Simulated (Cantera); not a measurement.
**Pyrogenic steam for wet oxidation**

An isothermal, constant-pressure homogeneous reactor starts with H₂ : O₂ : N₂ = 0.72 : 1 : 1.3 (molar parts), equivalence ratio 0.36, at 900 K and 0.860 bar.

Model: GRI-Mech 3.0 (53 species, 325 reactions), integrated in Cantera. Below about 950 K walls govern HO2 and H2O2 in real vessels. The temperature is held fixed by assumption; the heat of reaction is taken as removed at once.

```
t (s)        x H₂   x O₂       x O     x H₂O    x NO
--------  -------  -----  --------  --------  ------
9.00e-6     0.238  0.331  1.98e-12  6.28e-12  <1e-12
4.23e-5     0.238  0.331  5.30e-12  9.27e-11  <1e-12
0.000198    0.238  0.331  5.94e-12  6.45e-10  <1e-12
0.000932    0.238  0.331  6.58e-12   3.43e-9  <1e-12
0.00438     0.238  0.331  1.01e-11   2.08e-8  <1e-12
0.0206      0.238  0.331  4.81e-11   2.83e-7  <1e-12
0.0965      0.238  0.331   2.18e-9   4.76e-5  <1e-12
0.453       0.219  0.323   6.43e-8    0.0203  <1e-12
2.13       0.0890  0.274   3.96e-8     0.168  <1e-12
10.0      0.00110  0.241   4.06e-9     0.269  <1e-12
```
x: mole fraction; the columns are a selection and need not sum to one.

Equilibrium at this temperature and pressure: H₂ 1.92e-12, O₂ 0.241, O 2.87e-12, H₂O 0.271, NO 7.82e-6 (gas phase only).
